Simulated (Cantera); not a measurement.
A Cantera script and what it prints.

```python
import numpy as np
import cantera as ct

gas_names = """
    B BN B2 N N2
""".split()
cond_names = """
    B(b) B(L) BN(s)
""".split()


# ... load() reads the species with a 1 bar reference pressure and builds the phases ...
atoms = {
    'BN': {'B': 1, 'N': 1},
    'N2': {'N': 2},
}
top_T = {'BN(s)': 3200}  # K; cautious upper limits of use, not melting points


# ... equilibrate(T, P, feed) seeds the gas with the atoms and calls Mixture.equilibrate('TP', solver="vcs", rtol=1e-11, max_steps=5000) ...
results = []
feed = {'BN': 1, 'N2': 0.058}  # mol
T = 1473  # K
P = 3.4  # Pa
mix = equilibrate(T, P, feed)
results.append((T, P, feed, dict(zip(mix.species_names, mix.species_moles))))
x = sorted(zip(gas.X, gas.species_names), reverse=True)
print(f"T = {T:g} K  P = {P:g} Pa  gas = {mix.phase_moles(0):.4g} mol")
print("   x: " + "  ".join(f"{s} {v:.3e}" for v, s in x if v > 0.0001))
print("   condensed (mol): " + ("  ".join(f"{mix.phase(i).name} {mix.phase_moles(i):.4g}"
      for i in range(1, mix.n_phases) if mix.phase_moles(i) > 1e-12) or "none"))
```

Result:

```
T = 1473 K  P = 3.4 Pa  gas = 0.058 mol
   x: N2 1.000e+00
   condensed (mol): BN(s) 1
```

Equilibrium computed with Cantera from the NASA thermochemical tables; the gas is ideal and each condensed phase is pure.
